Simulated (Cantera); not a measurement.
Cantera run:

```python
import numpy as np
import cantera as ct

gas_names = """
    H HNO HNO2 HNO3 HO2 H2 H2O H2O2 N NH NH2 NH3 NH2OH NO NO2 NO3 N2 N2H2 N2H4 N2O O OH O2 O3 V VN VO
    VO2
""".split()
cond_names = """
    H2O(s) H2O(L) V(cr) V(L) VN(s) VO(s) VO(L) V2O3(s) V2O3(L) V2O4(I) V2O4(II) V2O4(L) V2O5(s) V2O5(L)
""".split()


# ... load() reads the species with a 1 bar reference pressure and builds the phases ...
atoms = {
    'V': {'V': 1},
    'N2O': {'N': 2, 'O': 1},
    'H2': {'H': 2},
    'N2': {'N': 2},
}
top_T = {'VN(s)': 2300}  # K; cautious upper limits of use, not melting points


# ... equilibrate(T, P, feed) seeds the gas with the atoms and calls Mixture.equilibrate('TP', solver="vcs", rtol=1e-11, max_steps=5000) ...
results = []
T = 2423.15  # K
P = 133.322  # Pa
for m in [0.27, 0.42, 0.65, 1, 1.5, 2.4, 3.7, 5.7, 8.9]:
    feed = {'V': 1, 'N2O': m, 'H2': 180, 'N2': 8.8}  # mol
    mix = equilibrate(T, P, feed)
    results.append((T, P, feed, dict(zip(mix.species_names, mix.species_moles))))
    x = sorted(zip(gas.X, gas.species_names), reverse=True)
    print(f"T = {T:g} K  P = {P:g} Pa  n(N2O) = {m:g} mol  gas = {mix.phase_moles(0):.4g} mol")
    print("   x: " + "  ".join(f"{s} {v:.3e}" for v, s in x if v > 1e-06))
    print("   condensed (mol): " + ("  ".join(f"{mix.phase(i).name} {mix.phase_moles(i):.4g}"
          for i in range(1, mix.n_phases) if mix.phase_moles(i) > 1e-12) or "none"))
```

Output:

```
T = 2423.15 K  P = 133.322 Pa  n(N2O) = 0.27 mol  gas = 233.5 mol
   x: H2 5.849e-01  H 3.717e-01  N2 3.885e-02  V 3.455e-03  VO 8.017e-04  H2O 2.568e-04  OH 3.087e-05  VO2 2.679e-05  O 1.308e-05
   condensed (mol): none
T = 2423.15 K  P = 133.322 Pa  n(N2O) = 0.42 mol  gas = 233.6 mol
   x: H2 5.843e-01  H 3.715e-01  N2 3.946e-02  V 3.046e-03  VO 1.170e-03  H2O 4.247e-04  VO2 6.474e-05  OH 5.107e-05  O 2.165e-05
   condensed (mol): none
T = 2423.15 K  P = 133.322 Pa  n(N2O) = 0.65 mol  gas = 233.9 mol
   x: H2 5.833e-01  H 3.711e-01  N2 4.041e-02  V 2.495e-03  VO 1.628e-03  H2O 7.203e-04  VO2 1.530e-04  OH 8.669e-05  O 3.678e-05  NO 1.354e-06
   condensed (mol): none
T = 2423.15 K  P = 133.322 Pa  n(N2O) = 1 mol  gas = 234.2 mol
   x: H2 5.818e-01  H 3.707e-01  N2 4.183e-02  VO 2.095e-03  V 1.827e-03  H2O 1.262e-03  VO2 3.461e-04  OH 1.521e-04  O 6.462e-05  NO 2.420e-06
   condensed (mol): none
T = 2423.15 K  P = 133.322 Pa  n(N2O) = 1.5 mol  gas = 234.8 mol
   x: H2 5.794e-01  H 3.699e-01  N2 4.387e-02  VO 2.386e-03  H2O 2.222e-03  V 1.177e-03  VO2 6.967e-04  OH 2.684e-04  O 1.143e-04  NO 4.382e-06
   condensed (mol): none
T = 2423.15 K  P = 133.322 Pa  n(N2O) = 2.4 mol  gas = 235.7 mol
   x: H2 5.747e-01  H 3.684e-01  N2 4.750e-02  H2O 4.393e-03  VO 2.319e-03  VO2 1.349e-03  V 5.740e-04  OH 5.326e-04  O 2.277e-04  NO 9.086e-06
   condensed (mol): none
T = 2423.15 K  P = 133.322 Pa  n(N2O) = 3.7 mol  gas = 237.1 mol
   x: H2 5.674e-01  H 3.661e-01  N2 5.271e-02  H2O 8.127e-03  VO2 2.069e-03  VO 1.898e-03  OH 9.917e-04  O 4.266e-04  V 2.507e-04  NO 1.793e-05  O2 2.524e-06
   condensed (mol): none
T = 2423.15 K  P = 133.322 Pa  n(N2O) = 5.7 mol  gas = 239.2 mol
   x: H2 5.559e-01  H 3.623e-01  N2 6.059e-02  H2O 1.443e-02  VO2 2.709e-03  OH 1.779e-03  VO 1.371e-03  O 7.733e-04  V 9.990e-05  NO 3.485e-05  O2 8.293e-06
   condensed (mol): none
T = 2423.15 K  P = 133.322 Pa  n(N2O) = 8.9 mol  gas = 242.6 mol
   x: H2 5.374e-01  H 3.562e-01  N2 7.291e-02  H2O 2.481e-02  VO2 3.180e-03  OH 3.111e-03  O 1.375e-03  VO 9.047e-04  NO 6.800e-05  V 3.707e-05  O2 2.623e-05  N 1.037e-06
   condensed (mol): none
```

Equilibrium computed with Cantera from the NASA thermochemical tables; the gas is ideal and each condensed phase is pure.
